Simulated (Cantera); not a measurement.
An isothermal, constant-pressure homogeneous reactor starts with NO : N₂ = 1 : 1.1 (molar parts), at 1875 K and 0.0132 atm. Integrator tolerance rtol = 1e-08.

Model: GRI-Mech 3.0 (53 species, 325 reactions), integrated in Cantera. Radical loss at walls, strong at low pressure, is not modelled.

| quantity | before | after |
|---|---|---|
| x(NO) at 50.0 s | 0.223 (gas-phase equilibrium 0.00553) | 0.395 (gas-phase equilibrium 0.00399) |
| x(O) at 50.0 s | 0.000770 (gas-phase equilibrium 0.00102) | 0.000192 (gas-phase equilibrium 0.000405) |
| x(N₂O) at 50.0 s | 1.31e-5 (gas-phase equilibrium 3.56e-8) | 4.84e-5 (gas-phase equilibrium 2.61e-8) |
| x(O₂) at 50.0 s | 0.126 (gas-phase equilibrium 0.235) | 0.0402 (gas-phase equilibrium 0.236) |
| x(N₂) at 50.0 s | 0.650 (gas-phase equilibrium 0.759) | 0.564 (gas-phase equilibrium 0.760) |
| x(NO₂) at 50.0 s | 4.22e-5 (gas-phase equilibrium 1.45e-6) | 5.01e-5 (gas-phase equilibrium 1.29e-6) |

### Question
What was changed between the two runs?
(A) temperature 1875 to 1775 K
(B) N2 1.1 to 0.65 parts
(C) N2 1.1 to 0.41 parts
(D) pressure from 0.0132 atm to 0.132 atm

### Answer
A, temperature 1875 to 1775 K
